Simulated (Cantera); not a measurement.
## Equilibrium for carbothermic reduction: Ta2O5 + CH4 + H2

A closed system holds: 1 mol Ta2O5, 2.2 mol CH4, 16 mol H2, held at 0.150 bar.

Cantera equilibrium calculation (NASA polynomials, part measured and part estimated; ideal gas, pure solids and liquids). Candidate condensed phases: C, C6H6, C7H8, C8H18, H2O, Ta, TaC, Ta2O5; 113 gas species. Mutual solubility and eutectic melting of coexisting phases are not modelled. TaC: taken at fixed stoichiometry. Condensed phases not in the tables: Ta2C. Equilibrium is a limit: real reactors are often held back by kinetics, nucleation or transport.

```csv
T (K),x H2,x CO,x CH4,x H2O,x CO2,x H,x C2H4,n C(graphite),n TaC(s),n Ta2O5(s)
923,0.967,0.000268,0.0326,6.00e-5,3.40e-8,6.21e-10,5.63e-8,1.55,0.00259,0.999
973,0.980,0.00131,0.0185,0.000120,2.57e-7,2.76e-9,7.50e-8,1.79,0.0115,0.994
1023,0.983,0.00545,0.0109,0.000220,1.59e-6,1.06e-8,9.51e-8,1.82,0.0460,0.977
1073,0.973,0.0198,0.00653,0.000375,8.27e-6,3.57e-8,1.15e-7,1.49,0.167,0.917
1123,0.932,0.0638,0.00382,0.000589,3.69e-5,1.06e-7,1.26e-7,0.170,0.560,0.720
1173,0.927,0.0705,0.00126,0.000696,4.16e-5,2.93e-7,3.72e-8,0,0.625,0.687
1223,0.928,0.0710,0.000430,0.000794,4.16e-5,7.48e-7,1.08e-8,0,0.631,0.684
1273,0.928,0.0711,0.000160,0.000894,4.14e-5,1.77e-6,3.46e-9,0,0.633,0.683
```
x: gas mole fraction; n: condensed amount in mol.

From 923 K to 1123 K the condensed part is C(graphite) + TaC(s) + Ta2O5(s). From 1173 K to 1273 K the condensed part is TaC(s) + Ta2O5(s).
